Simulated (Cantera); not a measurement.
Input: 1 mol Fe, 0.95 mol HCl, 0.16 mol N₂, equilibrated at 1 atm.

Method: chemical equilibrium by Gibbs-energy minimisation in Cantera with the NASA 1993 tables (ideal gas, pure condensed phases). Candidate condensed phases: Fe, FeCl₂, FeCl₃, NH₄Cl; 18 gas species. The numbers say what is thermodynamically allowed, not how fast it happens.

log p: log10 of the partial pressure in bar; n: condensed amount in mol.

| T (°C) | log p HCl | log p H₂ | log p FeCl₂ | log p N₂ | log p Fe₂Cl₄ | n Fe(γ) | n Fe(δ) |
|---|---|---|---|---|---|---|---|
| 1100 | -0.47 | -0.57 | -0.60 | -0.83 | [?] | 0.710 | 0 |
| 1125 | -0.48 | -0.57 | -0.59 | -0.83 | [?] | 0.707 | 0 |
| 1150 | -0.48 | -0.57 | -0.58 | -0.83 | [?] | 0.705 | 0 |
| 1175 | -0.49 | -0.56 | -0.58 | -0.83 | [?] | 0.703 | 0 |
| 1200 | -0.49 | -0.56 | -0.57 | -0.83 | [?] | 0.700 | 0 |
| 1225 | -0.50 | -0.56 | -0.57 | -0.83 | [?] | 0.698 | 0 |
| 1250 | -0.51 | -0.56 | -0.56 | -0.83 | [?] | 0.696 | 0 |
| 1275 | -0.51 | -0.55 | -0.56 | -0.83 | [?] | 0.693 | 0 |
| 1300 | -0.52 | -0.55 | -0.56 | -0.83 | [?] | 0.691 | 0 |
| 1325 | -0.52 | -0.55 | -0.55 | -0.83 | [?] | 0.689 | 0 |
| 1350 | -0.53 | -0.54 | -0.55 | -0.83 | [?] | 0.687 | 0 |
| 1375 | -0.53 | -0.54 | -0.55 | -0.83 | [?] | 0.686 | 0 |
| 1400 | -0.54 | -0.54 | -0.54 | -0.84 | [?] | 0 | 0.684 |

### Question
Fill in the missing entries.

### Answer

- 1100, log p Fe₂Cl₄: -2.15
- 1125, log p Fe₂Cl₄: -2.23
- 1150, log p Fe₂Cl₄: -2.31
- 1175, log p Fe₂Cl₄: -2.39
- 1200, log p Fe₂Cl₄: -2.46
- 1225, log p Fe₂Cl₄: -2.53
- 1250, log p Fe₂Cl₄: -2.60
- 1275, log p Fe₂Cl₄: -2.67
- 1300, log p Fe₂Cl₄: -2.74
- 1325, log p Fe₂Cl₄: -2.80
- 1350, log p Fe₂Cl₄: -2.87
- 1375, log p Fe₂Cl₄: -2.93
- 1400, log p Fe₂Cl₄: -2.99
